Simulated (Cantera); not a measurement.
**Ignition delay**

Mixture: 5.79 % C₃H₈, 19.3 % O₂, 72.3 % N₂, 2.60 % CO₂, at 25.7 atm, adiabatic and at constant pressure. Ignition delay is the time to a rise of 400 K.

Cantera simulation using GRI-Mech 3.0 (53 species, 325 reactions); the numbers are that mechanism's predictions, not measurements. GRI-Mech 3.0 was tuned for natural gas; its chemistry of propane as a main component is partial and can be far from experiment. The pressure lies above the range GRI-Mech 3.0 was tuned for (to about 10 atm).

```json
[
 {"T0 (K)": "1198", "delay (ms)": "0.888"},
 {"T0 (K)": "1273", "delay (ms)": "0.261"},
 {"T0 (K)": "1348", "delay (ms)": "0.0836"},
 {"T0 (K)": "1423", "delay (ms)": "0.0300"},
 {"T0 (K)": "1498", "delay (ms)": "0.0123"},
 {"T0 (K)": "1573", "delay (ms)": "0.00575"},
 {"T0 (K)": "1648", "delay (ms)": "0.00304"},
 {"T0 (K)": "1723", "delay (ms)": "0.00179"},
 {"T0 (K)": "1798", "delay (ms)": "0.00115"},
 {"T0 (K)": "1873", "delay (ms)": "0.000791"}
]
```

- apparent activation energy between 1723 and 1873 K: 150 kJ/mol
